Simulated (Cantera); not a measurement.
## Thermodynamics of calcination and drying, feed MgCO3 + H2O

Input: 1 mol MgCO3, 9.2 mol H2O, at 0.00133 bar.

Method: chemical equilibrium by Gibbs-energy minimisation in Cantera with the NASA 1993 tables (ideal gas, pure condensed phases). Candidate condensed phases: C, C6H6, C7H8, C8H18, H2O, Mg, MgCO3, MgO, Mg(OH)2; 116 gas species. Kinetics and transport are ignored.

From 627 °C to 1927 °C the condensed part is MgO(s).

```csv
T (°C),x H2O,x CO2,x H2,x O2,x OH,x H,x CO,x Mg,x O,n MgO(s)
627,0.902,0.0980,2.29e-7,1.19e-7,5.65e-9,1.53e-12,1.08e-8,<1e-12,<1e-12,1.00
727,0.902,0.0980,2.07e-6,1.09e-6,8.62e-8,8.94e-11,1.57e-7,<1e-12,4.50e-12,1.00
827,0.902,0.0980,1.25e-5,6.75e-6,8.05e-7,2.51e-9,1.38e-6,<1e-12,1.78e-10,1.00
927,0.902,0.0980,5.63e-5,3.11e-5,5.19e-6,4.06e-8,8.40e-6,<1e-12,3.83e-9,1.00
1027,0.902,0.0980,0.000201,0.000114,2.52e-5,4.30e-7,3.85e-5,<1e-12,5.16e-8,1.00
1127,0.901,0.0979,0.000599,0.000346,9.74e-5,3.26e-6,0.000141,3.11e-11,4.82e-7,1.00
1227,0.899,0.0975,0.00154,0.000912,0.000315,1.89e-5,0.000433,1.29e-9,3.35e-6,1.000
1327,0.896,0.0966,0.00353,0.00213,0.000879,8.84e-5,0.00114,3.34e-8,1.83e-5,1.000
1427,0.888,0.0948,0.00730,0.00448,0.00217,0.000345,0.00266,5.86e-7,8.20e-5,1.000
1527,0.874,0.0913,0.0139,0.00864,0.00481,0.00116,0.00554,7.46e-6,0.000310,1.000
1627,0.850,0.0854,0.0245,0.0154,0.00970,0.00340,0.0103,7.27e-5,0.00101,0.999
1727,0.810,0.0765,0.0402,0.0254,0.0180,0.00893,0.0174,0.000566,0.00292,0.993
1827,0.746,0.0645,0.0611,0.0393,0.0307,0.0211,0.0261,0.00363,0.00755,0.956
1927,0.643,0.0499,0.0830,0.0586,0.0480,0.0444,0.0340,0.0196,0.0179,0.750
```
x: gas mole fraction; n: condensed amount in mol.
